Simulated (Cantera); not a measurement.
Feed: 1 mol SiC, 0.38 mol N₂O, 1.2 mol N₂, held at 75.0 Torr.

These are equilibrium values from Cantera (NASA tables, ideal gas, pure condensed phases), not measurements of a reactor. Candidate condensed phases: C, Si, SiC, SiO₂, Si₂N₂O, Si₃N₄; 34 gas species. Mutual solubility and eutectic melting of coexisting phases are not modelled. Rates play no part.

x: gas mole fraction; n: condensed amount in mol.

```
T (°C)   x N₂     x CO     x SiO     x Si    x SiN  n C(graphite)  n SiC(s)  n Si₂N₂O(s)
------  -----  -------  --------  -------  -------  -------------  --------  -----------
1300    0.996  0.00349   9.16e-6  5.26e-9  1.59e-9          0.747     0.248        0.376
1325    0.992      [?]       [?]      [?]  2.67e-9          0.731     0.259        0.370
1350    0.983   0.0171   5.40e-5  1.78e-8  4.41e-9          0.696     0.283        0.359
1375    0.963   0.0371  0.000127  3.18e-8  7.13e-9          0.616     0.336        0.332
1400    0.919   0.0804  0.000301  5.58e-8  1.12e-8          0.415     0.470        0.265
1425    0.851    0.148  0.000675  1.02e-7  1.82e-8              0     0.747        0.126
1450    0.851    0.148   0.00115  2.18e-7  3.57e-8              0     0.747        0.125
1475    0.851    0.147   0.00194  4.56e-7  6.90e-8              0     0.748        0.124
1500    0.850    0.147       [?]      [?]  1.31e-7              0     0.749        0.123
1525    0.849    0.146   0.00524  1.88e-6  2.44e-7              0     0.750        0.121
1550    0.848    0.144   0.00841  3.71e-6  4.47e-7              0     0.752        0.117
1575    0.845    0.141    0.0133  7.20e-6  8.08e-7              0     0.754        0.111
1600    0.842    0.137    0.0208  1.38e-5  1.44e-6              0     0.759        0.102
```

### Question
Some entries are withheld; supply them.

### Answer

- 1325, x CO: 0.00782
- 1325, x SiO: 2.25e-5
- 1325, x Si: 9.76e-9
- 1500, x SiO: 0.00321
- 1500, x Si: 9.35e-7
